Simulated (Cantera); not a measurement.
**Hydrocarbon pyrolysis for carbon deposition**

An isothermal, constant-pressure homogeneous reactor starts with 15.6 % CH4, 84.4 % H2, at 1825 K and 140000 Pa.

Detailed kinetics in Cantera: GRI-Mech 3.0 (53 species, 325 reactions). GRI-Mech 3.0 stops at C3 and has no aromatics, soot or wall deposition, so with more carbon than oxygen in the feed, carbon stays in small species such as C2H2 where larger ones or solid carbon would form.

```tsv
t (s)	x CH4	x H2	x H	x C2H2	x CH3	x C2H
0.000600	0.141	0.852	0.000305	0.00484	0.00101	1.69e-8
0.00130	0.126	0.860	0.000310	0.0112	0.000911	3.92e-8
0.00282	0.103	0.873	0.000318	0.0213	0.000755	7.54e-8
0.00612	0.0743	0.890	0.000330	0.0341	0.000551	1.23e-7
0.0133	0.0464	0.905	0.000342	0.0461	0.000352	1.69e-7
0.0288	0.0269	0.917	0.000352	0.0545	0.000208	2.03e-7
0.0625	0.0173	0.922	0.000358	0.0586	0.000135	2.21e-7
0.136	0.0148	0.924	0.000360	0.0597	0.000116	2.26e-7
0.294	0.0146	0.924	0.000360	0.0598	0.000114	2.26e-7
0.638	0.0146	0.924	0.000360	0.0598	0.000114	2.26e-7
1.38	0.0146	0.924	0.000360	0.0598	0.000114	2.26e-7
3.00	0.0146	0.924	0.000360	0.0598	0.000114	2.26e-7
```
x: mole fraction; the columns are a selection and need not sum to one.

Equilibrium at this temperature and pressure: CH4 0.0146, H2 0.924, H 0.000360, C2H2 0.0598, CH3 0.000114, C2H 2.26e-7 (gas phase only).
